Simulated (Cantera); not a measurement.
A perfectly stirred reactor is fed with CH4 : O2 : N2 = 1 : 4.26 : 16 (molar parts), equivalence ratio 0.47, at 31000 Pa; it is adiabatic with a 498 K inlet, and is followed from long to short residence time, starting on the burning branch (τ in s: 0.43, 0.21, 0.1, 0.049, 0.024, 0.012, 0.0057, 0.0028, 0.0013, 0.00065, 0.00032, 0.00015, 7.5e-05).

Model: GRI-Mech 3.0 (53 species, 325 reactions), integrated in Cantera.

Question: What does this change do: N2 16 to 24 parts?

Answer: 
```
quantity                                                                       before                               after
------------------------------------------------  -----------------------------------  ----------------------------------
blow-out, bracketed by the residence times tried  burning at 1.30 ms, out at 0.650 ms  burning at 12.0 ms, out at 5.70 ms
x(CH4) at τ = 0.430 s                                                         1.02e-5                             3.07e-5
x(O2) at τ = 0.430 s                                                            0.106                              0.0774
x(C2H2) at τ = 0.430 s                                                       1.59e-10                            5.44e-10
x(CH2CO) at τ = 0.430 s                                                      4.48e-10                             4.74e-9
x(CO) at τ = 0.430 s                                                         0.000230                            0.000332
x(CH4) at τ = 5.70 ms                                                        0.000172                              0.0342
x(O2) at τ = 5.70 ms                                                            0.107                               0.146
x(C2H2) at τ = 5.70 ms                                                       8.71e-10                              <1e-12
x(CH2CO) at τ = 5.70 ms                                                       1.12e-8                              <1e-12
x(CO) at τ = 5.70 ms                                                          0.00413                              <1e-12
```
